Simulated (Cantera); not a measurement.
Hydrocarbon pyrolysis for carbon deposition

An isothermal, constant-pressure homogeneous reactor starts with 1.79 % CH₄, 98.2 % N₂, at 1925 K and 10.00 Torr.

Model: GRI-Mech 3.0 (53 species, 325 reactions), integrated in Cantera. GRI-Mech 3.0 stops at C3 and has no aromatics, soot or wall deposition, so with more carbon than oxygen in the feed, carbon stays in small species such as C2H2 where larger ones or solid carbon would form. Radical loss at walls, strong at low pressure, is not modelled.

```json
[
 {"t (s)": "7.00e-5", "x CH₄": "0.0179", "x CH₃": "4.62e-6", "x C₂H": "<1e-12", "x C₂H₂": "<1e-12", "x C₂H₆": "1.06e-12", "x H₂": "1.13e-6"},
 {"t (s)": "0.000270", "x CH₄": "0.0178", "x CH₃": "2.30e-5", "x C₂H": "<1e-12", "x C₂H₂": "1.74e-11", "x C₂H₆": "8.12e-11", "x H₂": "9.51e-6"},
 {"t (s)": "0.00104", "x CH₄": "0.0178", "x CH₃": "9.95e-5", "x C₂H": "<1e-12", "x C₂H₂": "7.12e-9", "x C₂H₆": "3.26e-9", "x H₂": "4.82e-5"},
 {"t (s)": "0.00403", "x CH₄": "0.0174", "x CH₃": "0.000388", "x C₂H": "2.29e-10", "x C₂H₂": "1.83e-6", "x C₂H₆": "6.41e-8", "x H₂": "0.000226"},
 {"t (s)": "0.0156", "x CH₄": "0.0150", "x CH₃": "0.00123", "x C₂H": "6.73e-8", "x C₂H₂": "0.000330", "x C₂H₆": "6.97e-7", "x H₂": "0.00252"},
 {"t (s)": "0.0602", "x CH₄": "0.00459", "x CH₃": "0.000746", "x C₂H": "8.20e-7", "x C₂H₂": "0.00591", "x C₂H₆": "2.88e-7", "x H₂": "0.0185"},
 {"t (s)": "0.233", "x CH₄": "0.000515", "x CH₃": "0.000134", "x C₂H": "1.62e-6", "x C₂H₂": "0.00842", "x C₂H₆": "9.15e-9", "x H₂": "0.0252"},
 {"t (s)": "0.898", "x CH₄": "2.99e-5", "x CH₃": "1.23e-5", "x C₂H": "2.58e-6", "x C₂H₂": "0.00869", "x C₂H₆": "7.12e-11", "x H₂": "0.0260"},
 {"t (s)": "3.47", "x CH₄": "2.53e-7", "x CH₃": "1.54e-7", "x C₂H": "3.80e-6", "x C₂H₂": "0.00869", "x C₂H₆": "<1e-12", "x H₂": "0.0259"},
 {"t (s)": "13.4", "x CH₄": "2.41e-8", "x CH₃": "2.28e-8", "x C₂H": "5.92e-6", "x C₂H₂": "0.00869", "x C₂H₆": "<1e-12", "x H₂": "0.0257"},
 {"t (s)": "51.8", "x CH₄": "1.50e-8", "x CH₃": "1.55e-8", "x C₂H": "6.48e-6", "x C₂H₂": "0.00869", "x C₂H₆": "<1e-12", "x H₂": "0.0256"},
 {"t (s)": "200", "x CH₄": "1.52e-8", "x CH₃": "1.58e-8", "x C₂H": "6.48e-6", "x C₂H₂": "0.00869", "x C₂H₆": "<1e-12", "x H₂": "0.0256"}
]
```
x: mole fraction; the columns are a selection and need not sum to one.

Equilibrium at this temperature and pressure: CH₄ 3.34e-8, CH₃ 3.46e-8, C₂H 4.72e-7, C₂H₂ 0.000633, C₂H₆ <1e-12, H₂ 0.0256 (gas phase only).
